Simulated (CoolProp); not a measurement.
Ammonia along the isotherm 459.9 K: density (kg/m³) from the reference equation and from simpler models built on Tc = 405.6 K, pc = 11360 kPa, ω = 0.256; each cubic takes its own stable root.

Values from CoolProp's reference Helmholtz-energy equation of state, Gao 2020.

| p (kPa) | phase | reference |
|---|---|---|
| 5680 | gas | 28.90 |
| 11400 | supercritical | 69.45 |
| 17000 | supercritical | 132.6 |
| 22700 | supercritical | 229.9 |
| 28400 | supercritical | 306.4 |
| 34100 | supercritical | 350.4 |
| 39800 | supercritical | 379.5 |
| 45500 | supercritical | 401.2 |
| 51100 | supercritical | 418.3 |
| 56800 | supercritical | 432.8 |

Q: How far does each simpler model (ideal gas, Redlich-Kwong, Peng-Robinson) lie from the reference over these 10 states: mean and median of the absolute difference, and the worst?

A: 
- ideal gas: mean 44.4 %, median 47.5 %, worst -58.7 % at 459.9 K and 28400 kPa
- Redlich-Kwong: mean 11.8 %, median 17.1 %, worst -18.7 % at 459.9 K and 45500 kPa
- Peng-Robinson: mean 11.0 %, median 13.8 %, worst -16.9 % at 459.9 K and 28400 kPa
